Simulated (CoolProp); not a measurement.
Vapour-liquid equilibrium of R143a (1) + R134a (2) at 0.86 MPa; x and y are mole fractions of (1).

Computed with CoolProp (multi-fluid Helmholtz-energy mixture model, Lemmon and Jacobsen 2000 and Tillner-Roth 1994; pair parameters Lemmon 2004).

```
x     bubble temperature, mixture model (°C)  bubble temperature, Raoult's law (°C)  y, mixture model  y, Raoult's law
----  --------------------------------------  -------------------------------------  ----------------  ---------------
0.05                                     ___                                   32.4               ___            0.089
0.2                                     28.5                                   28.2             0.290            0.319
0.35                                    24.8                                   24.4               ___            0.506
0.5                                      ___                                   20.9               ___            0.658
0.65                                    18.0                                   17.7               ___            0.784
0.8                                     14.9                                   14.6             0.871            0.888
0.95                                    11.9                                   11.9               ___            0.974
```

Q: Fill in the missing entries.

A: 
- 0.05, bubble temperature, mixture model (°C): 32.5
- 0.05, y, mixture model: 0.078
- 0.35, y, mixture model: 0.471
- 0.5, bubble temperature, mixture model (°C): 21.3
- 0.5, y, mixture model: 0.625
- 0.65, y, mixture model: 0.758
- 0.95, y, mixture model: 0.970

The largest gap from Raoult's law is +0.4 K in bubble temperature, at x = 0.5. No azeotrope shows between x = 0.05 and 0.95.

Pair parameters are fitted to limited data, so mixtures are less certain than the pure fluids.
